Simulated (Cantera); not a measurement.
A perfectly stirred reactor is fed with 9.91 % H₂, 90.1 % O₂, at 12.8 Torr; it is held at 1250 K, and followed from long to short residence time.

Model: GRI-Mech 3.0 (53 species, 325 reactions), integrated in Cantera. Radical loss at walls, strong at low pressure, is not modelled. The temperature is held fixed by assumption; the heat of reaction is taken as removed at once.

x: mole fraction; the columns are a selection and need not sum to one.

| τ (s) | x H₂ | x O₂ | x HO₂ | x H | x H₂O |
|---|---|---|---|---|---|
| 7.0 | ___ | 0.895 | 1.14e-6 | 3.79e-5 | 0.104 |
| 3.5 | ___ | 0.894 | 1.55e-6 | 7.58e-5 | 0.103 |
| 1.8 | ___ | 0.893 | 2.04e-6 | 0.000147 | 0.103 |
| 0.91 | ___ | 0.892 | 2.62e-6 | 0.000287 | 0.103 |
| 0.46 | ___ | 0.890 | 3.27e-6 | 0.000556 | 0.102 |
| 0.23 | ___ | 0.887 | 3.98e-6 | 0.00107 | 0.101 |
| 0.12 | ___ | 0.883 | 4.63e-6 | 0.00195 | 0.0998 |
| 0.060 | ___ | 0.878 | 5.27e-6 | 0.00357 | 0.0977 |
| 0.031 | ___ | 0.870 | 5.76e-6 | 0.00601 | 0.0949 |
| 0.016 | ___ | 0.862 | 6.12e-6 | 0.00943 | 0.0913 |
| 0.0079 | ___ | 0.853 | 6.34e-6 | 0.0137 | 0.0867 |

Question: Some entries are withheld; supply them.

Answer: 
- 7.0, x H₂: 7.65e-5
- 3.5, x H₂: 0.000119
- 1.8, x H₂: 0.000181
- 0.91, x H₂: 0.000278
- 0.46, x H₂: 0.000423
- 0.23, x H₂: 0.000644
- 0.12, x H₂: 0.000947
- 0.060, x H₂: 0.00141
- 0.031, x H₂: 0.00202
- 0.016, x H₂: 0.00285
- 0.0079, x H₂: 0.00407
